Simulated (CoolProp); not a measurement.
The numbers come from the reference Helmholtz-energy equation of state, Schmidt 1985 in CoolProp. Above 300 K oxygen's equation is extrapolated.

Q: For oxygen, give the phase and the Joule-Thomson coefficient (K/MPa), viscosity (µPa s) at 111.4 K and 1.01 bar; 248 K and 1.01 bar; 333.4 K and 1.01 bar.

A: 
- 111.4 K and 1.01 bar: gas; Joule-Thomson coefficient 15.4, viscosity 8.58
- 248 K and 1.01 bar: gas; Joule-Thomson coefficient 3.78, viscosity 17.7
- 333.4 K and 1.01 bar: gas; Joule-Thomson coefficient 2.14, viscosity 22.5

Viscosity comes from a separate model (Lemmon 2004).
